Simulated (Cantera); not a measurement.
**Equilibrium for nitride etching: Si3N4 + HCl + N2**

Input: 1 mol Si3N4, 19 mol HCl, 62 mol N2, held at 255 Torr.

These are equilibrium values from Cantera (NASA tables, ideal gas, pure condensed phases), not measurements of a reactor. Candidate condensed phases: NH4Cl, Si, Si3N4; 28 gas species. The tables' values for SiCl3 are old estimates; treat these amounts as uncertain. The numbers say what is thermodynamically allowed, not how fast it happens.

| T (°C) | x N2 | x HCl | x H2 | x SiCl2 | x SiCl4 | n Si3N4(s) |
|---|---|---|---|---|---|---|
| 725 | 0.790 | 0.131 | 0.0527 | 8.04e-8 | 0.0263 | 0.293 |
| 825 | 0.788 | 0.137 | 0.0497 | 1.71e-6 | 0.0247 | 0.333 |
| 925 | 0.787 | 0.142 | 0.0472 | 2.16e-5 | 0.0233 | 0.363 |
| 1025 | 0.786 | 0.145 | 0.0453 | 0.000181 | 0.0218 | 0.380 |
| 1125 | 0.785 | 0.147 | 0.0442 | 0.00108 | 0.0197 | 0.372 |
| 1225 | 0.784 | 0.146 | 0.0442 | 0.00476 | 0.0158 | 0.300 |
| 1325 | 0.781 | 0.139 | 0.0468 | 0.0150 | 0.00986 | 0.101 |
| 1425 | 0.778 | 0.141 | 0.0449 | 0.0239 | 0.00468 | 0 |
| 1525 | 0.775 | 0.147 | 0.0415 | 0.0281 | 0.00208 | 0 |
x: gas mole fraction; n: condensed amount in mol.

From 725 °C to 1325 °C the condensed part is Si3N4(s). From 1425 °C to 1525 °C nothing is condensed. The main Si-bearing gas is SiCl4 at 725 °C and SiCl2 at 1525 °C.
